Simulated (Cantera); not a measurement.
## Hydrogen reduction and annealing atmospheres: TiO2 + H2 + N2

Charge: 1 mol TiO2, 360 mol H2, 5.2 mol N2, at 1330 Pa.

Equilibrium computed with Cantera from the NASA thermochemical tables; the gas is ideal and each condensed phase is pure. Candidate condensed phases: H2O, Ti, TiN, TiO, TiO2, Ti2O3, Ti3O5, Ti4O7; 27 gas species. Mutual solubility and eutectic melting of coexisting phases are not modelled. Condensed phases not in the tables: Magnéli phases beyond Ti4O7. Kinetics and transport are ignored.

From 1173 K to 1298 K the condensed part is Ti4O7(s). At 1323 K the condensed part is Ti3O5(s) + Ti4O7(s). At 1348 K the condensed part is Ti3O5(s).

```tsv
T (K)	log p H2	log p N2	log p H2O	log p H	log p NH3	n Ti4O7(s)	n Ti3O5(s)
1173	-1.88	-3.72	-5.04	-7.87	-8.35	0.250	0
1198	-1.88	-3.72	-5.04	-7.66	-8.40	0.250	0
1223	-1.88	-3.72	-5.04	-7.46	-8.45	0.250	0
1248	-1.88	-3.72	-5.04	-7.27	-8.50	0.250	0
1273	-1.88	-3.72	-5.04	-7.09	-8.54	0.250	0
1298	-1.88	-3.72	-5.04	-6.91	-8.59	0.250	0
1323	-1.88	-3.72	-5.00	-6.74	-8.63	0.169	0.108
1348	-1.88	-3.72	-4.91	-6.58	-8.67	0	0.333
```
log p: log10 of the partial pressure in bar; n: condensed amount in mol.
